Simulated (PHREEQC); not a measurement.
Solution (43 °C): 6.7 mmol/kgw K2SO4. Closed to the air; pH follows from the charge balance.

Equilibrium calculation in PHREEQC: ion-association model, wateq4f.dat.

Q: The ionic strength comes out as 0.0192 mol/kgw. What activity coefficients do KSO4-, SO4-2, K+ get?

A: KSO4- 0.87, SO4-2 0.58, K+ 0.86.

This is a speciation only: nothing precipitates in the calculation. Constants without temperature data keep their 25 °C values here.
